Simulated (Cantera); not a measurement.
## Hydrogen reduction and annealing atmospheres: FeS₂ + H₂

Charge: 1 mol FeS₂, 34 mol H₂, held at 20.0 Pa.

These are equilibrium values from Cantera (NASA tables, ideal gas, pure condensed phases), not measurements of a reactor. Candidate condensed phases: Fe, FeS, FeS₂, S; 8 gas species. Metal and sulfide melt together well below either melting point, which pure phases cannot show. Mutual solubility and eutectic melting of coexisting phases are not modelled. FeS: taken at fixed stoichiometry. Gases not in the tables: S₃ to S₇. Rates play no part.

```csv
T (°C),x H₂,x H,x H₂S,x Fe,x S₂,x S,n FeS(s),n Fe(γ)
677,0.971,3.88e-8,0.0292,<1e-12,7.89e-5,1.11e-9,1.00,0
752,0.971,3.04e-7,0.0286,1.12e-11,0.000398,1.84e-8,1.00,0
827,0.972,1.80e-6,0.0264,5.30e-10,0.00143,1.97e-7,1.00,0
902,0.974,8.56e-6,0.0221,1.70e-8,0.00352,1.39e-6,1.000,0
977,0.977,3.38e-5,0.0167,4.02e-7,0.00607,6.92e-6,1.000,0
1052,0.979,0.000114,0.0119,7.18e-6,0.00827,2.63e-5,1.000,0
1127,0.971,0.000339,0.0107,7.66e-5,0.0162,0.000106,0.464,0.533
1202,0.964,0.000901,0.00853,0.000437,0.0231,0.000326,0,0.985
1277,0.962,0.00218,0.00602,0.00210,0.0237,0.000776,0,0.927
1352,0.953,0.00487,0.00428,0.00867,0.0234,0.00168,0,0.694
1427,0.929,0.0100,0.00302,0.0276,0.0221,0.00332,0,0
1502,0.919,0.0196,0.00219,0.0275,0.0205,0.00613,0,0
1577,0.900,0.0361,0.00157,0.0272,0.0180,0.0104,0,0
1652,0.871,0.0631,0.00109,0.0267,0.0146,0.0163,0,0
```
x: gas mole fraction; n: condensed amount in mol.

From 677 °C to 1052 °C the condensed part is FeS(s). At 1127 °C the condensed part is Fe(γ) + FeS(s). From 1202 °C to 1352 °C the condensed part is Fe(γ). From 1427 °C to 1652 °C nothing is condensed.
